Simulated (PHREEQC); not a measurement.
A solution holds 0.36 mol/kgw Na2CO3, 0.48 mol/kgw H3BO3 and 0.077 mol/kgw KBr, at 25 °C. Closed to the air; pH follows from the charge balance.

All values are PHREEQC results (Pitzer model, pitzer.dat), not measurements.

Each row changes one thing in this solution. Precipitation was switched off in this run.

| case | pH | ionic strength (mol/kgw) | HCO3- (mol/kgw) | B(OH)4- (mol/kgw) | CO3-2 (mol/kgw) | B(OH)3 (mol/kgw) | SI of Borax (Na2(B4O5(OH)4):8H2O) | SI of Nahcolite (NaHCO3) |
|---|---|---|---|---|---|---|---|---|
| as made | 9.26 | 0.960 | 0.251 | 0.114 | 0.108 | 0.0613 | +0.05 | -0.87 |
| Na2CO3 from 0.36 to 0.72 mol/kgw | 9.67 | 1.99 | 0.306 | 0.180 | 0.414 | 0.0351 | +0.15 | -0.64 |
| KBr from 0.077 to 0.0077 mol/kgw | 9.26 | 0.889 | 0.252 | 0.116 | 0.108 | 0.0611 | … | -0.87 |
| diluted 2-fold with water | 9.28 | 0.462 | 0.132 | 0.0872 | 0.0482 | 0.0494 | -0.61 | -1.31 |
| H3BO3 from 0.48 to 0.528 mol/kgw | … | 0.953 | 0.265 | 0.107 | … | 0.0694 | +0.09 | -0.86 |
| diluted 100-fold with water | 9.43 | 0.00851 | 0.00306 | 0.00303 | 0.000541 | 0.00177 | -8.97 | -4.31 |

### Question
What belongs in the gaps?

### Answer

- KBr from 0.077 to 0.0077 mol/kgw, SI of Borax (Na2(B4O5(OH)4):8H2O): +0.08
- H3BO3 from 0.48 to 0.528 mol/kgw, pH: 9.17
- H3BO3 from 0.48 to 0.528 mol/kgw, CO3-2 (mol/kgw): 0.0950

Some of these states are supersaturated (in Borax, for instance).
